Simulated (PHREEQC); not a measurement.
Solution (80 °C): 30 mmol/kgw HCl, 69 mmol/kgw FeSO4 and 0.88 mmol/kgw Fe2(SO4)3. Closed to the air; pH follows from the charge balance.

The numbers come from PHREEQC with the ion-association model, phreeqc.dat.

The pH is 2.20. The ionic strength comes out as 0.147 mol/kgw and the density comes out as 0.983 g/cm³. The total alkalinity is -33.5 meq/kg.

```csv
species,molality,activity,log γ
Fe+2,0.0377,0.0121,-0.492
Cl-,0.0295,0.0210,-0.146
FeSO4,0.0280,0.0290,0.015
SO4-2,0.0198,0.00574,-0.537
HSO4-,0.0195,0.0143,-0.133
H+,0.00792,0.00627,-0.101
```

Precipitation was switched off in this run. Saturation is exceeded, for instance for Hematite (slow to form), Goethite (slow to form); the values hold only as long as no solid forms. Away from 25 °C the constants follow the database's enthalpies or fits; those with neither stay at their 25 °C values.
